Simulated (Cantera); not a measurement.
Charge: 1 mol CH₄, 1.2 mol O₂, 14 mol N₂, 0.066 mol NH₃, held at 1.33 mbar.

Equilibrium computed with Cantera from the NASA thermochemical tables; the gas is ideal and each condensed phase is pure. Candidate condensed phases: C, C₆H₆, C₇H₈, C₈H₁₈, H₂O; 136 gas species. Rates play no part.

x: gas mole fraction; nothing condenses.

| T (K) | x N₂ | x H | x H₂O | x H₂ | x CO | x O | x CO₂ | x OH |
|---|---|---|---|---|---|---|---|---|
| 1725 | 0.819 | 0.00119 | 0.0667 | 0.0551 | 0.0434 | 1.37e-6 | 0.0149 | 7.96e-5 |
| 1825 | 0.818 | 0.00279 | 0.0672 | 0.0536 | 0.0442 | 9.79e-6 | 0.0141 | 0.000245 |
| 1925 | 0.816 | 0.00595 | 0.0671 | 0.0517 | 0.0447 | 5.74e-5 | 0.0135 | 0.000668 |
| 2025 | 0.813 | 0.0117 | 0.0658 | 0.0492 | 0.0451 | 0.000282 | 0.0129 | 0.00163 |
| 2125 | 0.807 | ___ | 0.0619 | 0.0464 | 0.0455 | ___ | 0.0121 | ___ |
| 2225 | 0.795 | 0.0372 | 0.0533 | 0.0439 | 0.0462 | 0.00384 | 0.0105 | 0.00654 |
| 2325 | 0.777 | 0.0612 | 0.0397 | 0.0412 | 0.0474 | 0.00990 | 0.00803 | 0.00982 |
| 2425 | 0.752 | ___ | ___ | ___ | 0.0484 | ___ | ___ | 0.0117 |
| 2525 | 0.727 | 0.129 | 0.0112 | 0.0280 | 0.0488 | 0.0329 | 0.00312 | 0.0110 |
| 2625 | 0.707 | 0.159 | 0.00406 | 0.0186 | 0.0489 | 0.0451 | 0.00163 | 0.00821 |

Some entries are withheld; supply them.


- 2425, x H: 0.0933
- 2425, x H₂O: 0.0240
- 2425, x H₂: 0.0363
- 2425, x O: 0.0201
- 2425, x CO₂: 0.00534
- 2125, x H: 0.0214
- 2125, x O: 0.00116
- 2125, x OH: 0.00354
